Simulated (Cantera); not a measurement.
A perfectly stirred reactor is fed with NO : N₂ = 1 : 0.24 (molar parts), at 30000 Pa; it is held at 2050 K, and followed from long to short residence time.

Model: GRI-Mech 3.0 (53 species, 325 reactions), integrated in Cantera.

Problem. Predict: x(NO) at τ = 0.690 s; x(O₂) at τ = 0.690 s; x(N₂) at τ = 0.690 s; x(O) at τ = 0.690 s; x(N₂O) at τ = 0.690 s; x(NO) at τ = 12.0 ms; x(O₂) at τ = 12.0 ms; x(N₂) at τ = 12.0 ms; x(O) at τ = 12.0 ms; x(N₂O) at τ = 12.0 ms.

Solution. 
| Quantity | Result |
|---|---|
| x(NO) at τ = 0.690 s | 0.434 |
| x(O₂) at τ = 0.690 s | 0.185 |
| x(N₂) at τ = 0.690 s | 0.379 |
| x(O) at τ = 0.690 s | 0.000796 |
| x(N₂O) at τ = 0.690 s | 7.25e-5 |
| x(NO) at τ = 12.0 ms | 0.796 |
| x(O₂) at τ = 12.0 ms | 0.00473 |
| x(N₂) at τ = 12.0 ms | 0.198 |
| x(O) at τ = 12.0 ms | 0.000266 |
| x(N₂O) at τ = 12.0 ms | 0.000265 |
